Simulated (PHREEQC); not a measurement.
PHREEQC input (ion-association model, phreeqc.dat):

```
SOLUTION 1
  temp 25
  units mol/kgw
  pH 7 charge
  Cl 0.02
  Na 0.02
END
SELECTED_OUTPUT 1
  -reset false
  -pH true
  -pe true
  -ionic_strength true
  -water true
  -totals Cl Na Hdg Ntg
  -molalities H+ Na+ Cl- OH- NaOH
  -saturation_indices Halite
USER_PUNCH 1
  -headings p_Hdg(g) phi_Hdg(g) p_Ntg(g) phi_Ntg(g) p_H2O(g) phi_H2O(g) density
  10 PUNCH PR_P("Hdg(g)"), PR_PHI("Hdg(g)"), PR_P("Ntg(g)"), PR_PHI("Ntg(g)"), PR_P("H2O(g)"), PR_PHI("H2O(g)"), RHO
PRINT
  -reset false
USE solution 1
REACTION_TEMPERATURE 1
  10
GAS_PHASE 1
  -fixed_pressure
  -pressure 10
  -temperature 10
  -volume 20
  Hdg(g) 5.1
  Ntg(g) 4.9
  H2O(g) 0
END
# ... the last block is repeated for the other 8 points of T (°C)
```

Selected output (columns that matter, 9 of 9 rows; T (°C) added in front):

```
T (°C)	pH	mu	Cl	Na	Hdg	Ntg	si_Halite	p_Hdg(g)	phi_Hdg(g)	p_Ntg(g)	phi_Ntg(g)	p_H2O(g)	phi_H2O(g)	density
10	7.2585	0.020004	0.020004	0.020004	0.0044335	0.0040815	-5.0746	5.0933	1.0034	4.8938	0.99488	0.012864	0.96106	1.0009
20	7.0751	0.020007	0.020007	0.020007	0.0041042	0.0034409	-5.0846	5.0873	1.0034	4.8884	0.99596	0.024253	0.96423	0.99934
30	6.9094	0.020013	0.020013	0.020013	0.0038784	0.002994	-5.0943	5.0773	1.0033	4.8791	0.9969	0.043684	0.9669	0.99676
40	6.7595	0.020022	0.020021	0.020021	0.0037293	0.0026778	-5.1035	5.0609	1.0033	4.8636	0.99774	0.075504	0.96906	0.99331
50	6.6235	0.020035	0.020035	0.020035	0.0036376	0.0024528	-5.1124	5.0352	1.0032	4.8391	0.99849	0.12572	0.97068	0.98913
60	6.5002	0.020055	0.020054	0.020054	0.0035892	0.0022926	-5.1208	4.996	1.0032	4.8016	0.99918	0.20237	0.97173	0.98429
70	6.3882	0.020084	0.020084	0.020084	0.0035721	0.0021791	-5.1286	4.938	1.0031	4.7461	0.99983	0.31587	0.97217	0.97887
80	6.2866	0.020126	0.020126	0.020126	0.0035751	0.0020985	-5.1358	4.8546	1.0031	4.666	1.0005	0.4794	0.97193	0.97291
90	6.1944	0.020186	0.020186	0.020186	0.0035867	0.0020399	-5.1422	4.7373	1.0031	4.5535	1.0012	0.70917	0.97098	0.96645
```

Constants without temperature data keep their 25 °C values here.
